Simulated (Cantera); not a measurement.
Input (Python, Cantera) and output of one run.

```python
import numpy as np
import cantera as ct

gas_names = [...]  # 113 gases of nasa_gas.yaml made of C, H, O, Pb
cond_names = """
    C(gr) C6H6(L) C7H8(L) C8H18(L),n-octa H2O(s) H2O(L) Pb(cr) Pb(L) PbO(rd) PbO(yw) PbO(L) PbO2(s)
    Pb3O4(s)
""".split()


# ... load() reads the species with a 1 bar reference pressure and builds the phases ...
atoms = {
    'PbO': {'Pb': 1, 'O': 1},
    'CO': {'C': 1, 'O': 1},
    'H2': {'H': 2},
}
top_T = {'C(gr)': 4500, 'Pb3O4(s)': 820}  # K; cautious upper limits of use, not melting points


# ... equilibrate(T, P, feed) seeds the gas with the atoms and calls Mixture.equilibrate('TP', solver="vcs", rtol=1e-11, max_steps=5000) ...
results = []
feed = {'PbO': 1, 'CO': 0.46, 'H2': 18}  # mol
P = 270  # Pa
for T in [700, 775, 850, 925, 1000, 1075, 1150, 1225, 1300, 1375, 1450, 1525]:
    mix = equilibrate(T, P, feed)
    results.append((T, P, feed, dict(zip(mix.species_names, mix.species_moles))))
    x = sorted(zip(gas.X, gas.species_names), reverse=True)
    print(f"T = {T:g} K  P = {P:g} Pa  gas = {mix.phase_moles(0):.4g} mol")
    print("   x: " + "  ".join(f"{s} {v:.3e}" for v, s in x if v > 1e-06))
    print("   condensed (mol): " + ("  ".join(f"{mix.phase(i).name} {mix.phase_moles(i):.4g}"
          for i in range(1, mix.n_phases) if mix.phase_moles(i) > 1e-12) or "none"))
```

Result:

```
T = 700 K  P = 270 Pa  gas = 18.27 mol
   x: H2 9.220e-01  H2O 5.283e-02  CO 1.302e-02  CO2 7.025e-03  CH4 5.129e-03
   condensed (mol): Pb(L) 1
T = 775 K  P = 270 Pa  gas = 18.45 mol
   x: H2 9.259e-01  H2O 4.918e-02  CO 1.949e-02  CO2 5.226e-03  CH4 2.117e-04  Pb 9.217e-06
   condensed (mol): Pb(L) 0.9998
T = 850 K  P = 270 Pa  gas = 18.46 mol
   x: H2 9.244e-01  H2O 5.061e-02  CO 2.134e-02  CO2 3.568e-03  Pb 1.179e-04  CH4 1.066e-05
   condensed (mol): Pb(L) 0.9978
T = 925 K  P = 270 Pa  gas = 18.48 mol
   x: H2 9.225e-01  H2O 5.159e-02  CO 2.236e-02  CO2 2.529e-03  Pb 9.896e-04
   condensed (mol): Pb(L) 0.9817
T = 1000 K  P = 270 Pa  gas = 18.57 mol
   x: H2 9.172e-01  H2O 5.198e-02  CO 2.291e-02  Pb 5.999e-03  CO2 1.863e-03
   condensed (mol): Pb(L) 0.8886
T = 1075 K  P = 270 Pa  gas = 18.99 mol
   x: H2 8.964e-01  H2O 5.124e-02  Pb 2.813e-02  CO 2.282e-02  CO2 1.403e-03
   condensed (mol): Pb(L) 0.4658
T = 1150 K  P = 270 Pa  gas = 19.46 mol
   x: H2 8.747e-01  Pb 5.139e-02  H2O 5.030e-02  CO 2.255e-02  CO2 1.091e-03  H 1.343e-06
   condensed (mol): none
T = 1225 K  P = 270 Pa  gas = 19.46 mol
   x: H2 8.745e-01  Pb 5.139e-02  H2O 5.049e-02  CO 2.274e-02  CO2 8.945e-04  H 5.609e-06
   condensed (mol): none
T = 1300 K  P = 270 Pa  gas = 19.46 mol
   x: H2 8.743e-01  Pb 5.139e-02  H2O 5.063e-02  CO 2.289e-02  CO2 7.519e-04  H 1.991e-05
   condensed (mol): none
T = 1375 K  P = 270 Pa  gas = 19.46 mol
   x: H2 8.742e-01  Pb 5.139e-02  H2O 5.074e-02  CO 2.299e-02  CO2 6.454e-04  H 6.166e-05
   condensed (mol): none
T = 1450 K  P = 270 Pa  gas = 19.46 mol
   x: H2 8.740e-01  Pb 5.138e-02  H2O 5.082e-02  CO 2.307e-02  CO2 5.640e-04  H 1.702e-04
   condensed (mol): none
T = 1525 K  P = 270 Pa  gas = 19.46 mol
   x: H2 8.737e-01  Pb 5.137e-02  H2O 5.087e-02  CO 2.313e-02  CO2 5.003e-04  H 4.255e-04  PbO 1.346e-06
   condensed (mol): none
```

These are equilibrium values from Cantera (NASA tables, ideal gas, pure condensed phases), not measurements of a reactor.
